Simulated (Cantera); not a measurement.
# SiCl4 + C3H8 + H2 (silicon carbide growth)

A closed system holds: 1 mol SiCl4, a varied amount of C3H8, 170 mol H2, held at 1152 °C and 133 Pa.

Equilibrium computed with Cantera from the NASA thermochemical tables; the gas is ideal and each condensed phase is pure. Candidate condensed phases: C, C6H6, C7H8, C8H18, Si, SiC; 109 gas species. Mutual solubility and eutectic melting of coexisting phases are not modelled. Kinetics and transport are ignored.

```tsv
n(C3H8) (mol)	x H2	x HCl	x SiCl2	x H	x CH4	x SiCl3	x Cl	n Si(s)	n SiC(s)	n C(graphite)
0.1	0.978	0.0206	0.00131	0.000185	2.57e-8	4.11e-6	3.18e-6	0.474	0.300	0
0.17	0.978	0.0205	0.00130	0.000185	2.57e-8	4.09e-6	3.18e-6	0.264	0.510	0
0.25	0.978	0.0205	0.00130	0.000185	2.57e-8	4.07e-6	3.17e-6	0.0241	0.750	0
0.32	0.977	0.0226	0.000230	0.000185	1.77e-7	7.95e-7	3.50e-6	0	0.960	0
0.4	0.977	0.0230	8.77e-6	0.000185	4.79e-6	3.09e-8	3.56e-6	0	0.998	0.199
0.47	0.977	0.0230	8.74e-6	0.000185	4.79e-6	3.07e-8	3.56e-6	0	0.998	0.409
0.55	0.977	0.0229	8.71e-6	0.000185	4.79e-6	3.06e-8	3.55e-6	0	0.998	0.649
0.63	0.977	0.0229	8.67e-6	0.000185	4.79e-6	3.04e-8	3.54e-6	0	0.998	0.889
0.7	0.977	0.0229	8.64e-6	0.000185	4.79e-6	3.03e-8	3.54e-6	0	0.998	1.10
0.78	0.977	0.0228	8.61e-6	0.000185	4.79e-6	3.01e-8	3.53e-6	0	0.998	1.34
0.85	0.977	0.0228	8.59e-6	0.000185	4.79e-6	2.99e-8	3.53e-6	0	0.998	1.55
0.93	0.977	0.0227	8.55e-6	0.000185	4.80e-6	2.98e-8	3.52e-6	0	0.998	1.79
```
x: gas mole fraction; n: condensed amount in mol.

From 0.1 mol C3H8 to 0.25 mol C3H8 the condensed part is Si(s) + SiC(s). At 0.32 mol C3H8 the condensed part is SiC(s). From 0.4 mol C3H8 to 0.93 mol C3H8 the condensed part is C(graphite) + SiC(s). The main Si-bearing gas is SiCl2 throughout.
